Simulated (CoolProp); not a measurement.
Saturated liquid density (kg/m³) of isopentane: the reference equation beside estimates from Tc = 187.2 °C, pc = 3.378 MPa, ω = 0.227. Rackett uses Z = 0.29056 − 0.08775 ω.

The numbers come from the reference Helmholtz-energy equation of state, Lemmon 2006 in CoolProp. It is a short technical equation, of lower accuracy than the large ones.

```
T (°C)  reference  Rackett  van der Waals  Soave-Redlich-Kwong  Peng-Robinson
------  ---------  -------  -------------  -------------------  -------------
-4.75       644.3    651.3          397.0                599.9          676.8
1.95        637.8    644.6          393.2                593.9          670.4
8.55        631.4    638.0          389.3                587.9          663.8
15.15       624.9    631.2          385.4                581.6          657.0
21.75       618.3    624.3          381.3                575.1          650.0
28.45       611.4    617.2          377.1                568.3          642.6
35.05       604.6    610.1          372.9                561.3          635.0
41.65       597.6    602.8          368.5                554.1          627.1
48.25       590.5    595.4          364.0                546.6          618.9
54.95       583.2    587.7          359.4                538.7          610.2
61.55       575.7    579.9          354.7                530.6          601.3
68.15       568.1    572.0          349.8                522.2          592.0
74.75       560.3    563.8          344.8                513.5          582.3
```

Absolute difference from the reference over all 13 rows, mean and median: Rackett 0.9 and 0.9 %, van der Waals 38.4 and 38.4 %, Soave-Redlich-Kwong 7.3 and 7.2 %, Peng-Robinson 4.8 and 5.0 %.
